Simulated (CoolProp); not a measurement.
Octamethylcyclotetrasiloxane (D4) along the isobar 1.71 MPa: fugacity coefficient from the reference equation and from simpler models built on Tc = 586.5 K, pc = 1.347 MPa, ω = 0.598; each cubic takes its own stable root.

Values from CoolProp's reference Helmholtz-energy equation of state, Thol 2015.

```csv
T (K),phase,reference
359.7,liquid,0.003434
364.7,liquid,0.004280
369.8,liquid,0.005311
374.8,liquid,0.006513
379.9,liquid,0.007957
384.9,liquid,0.009615
389.9,liquid,0.01154
395,liquid,0.01381
400,liquid,0.01636
405.1,liquid,0.01933
410.1,liquid,0.02263
415.2,liquid,0.02644
420.2,liquid,0.03063
425.3,liquid,0.03540
```

Problem. How far does each simpler model (van der Waals, Redlich-Kwong, Soave-Redlich-Kwong, Peng-Robinson) lie from the reference over these 14 states: mean and median of the absolute difference, and the worst?

Solution. 
- van der Waals: mean 1247.0 %, median 1052.2 %, worst +2696.2 % at 359.7 K and 1.71 MPa
- Redlich-Kwong: mean 353.7 %, median 326.7 %, worst +612.6 % at 359.7 K and 1.71 MPa
- Soave-Redlich-Kwong: mean 2.8 %, median 2.5 %, worst +4.3 % at 359.7 K and 1.71 MPa
- Peng-Robinson: mean 4.0 %, median 3.5 %, worst +8.7 % at 359.7 K and 1.71 MPa
